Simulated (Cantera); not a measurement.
Charge: 1 mol Si, 5.8 mol H₂, equilibrated at 673.15 K and 1 atm.

These are equilibrium values from Cantera (NASA tables, ideal gas, pure condensed phases), not measurements of a reactor. Candidate condensed phases: Si; 9 gas species. Rates play no part.

What is the equilibrium state?


```
Property       Result
----------  ---------
x(H₂)            1.00
n(Si(s))    1.000 mol
gas amount  5.800 mol
```
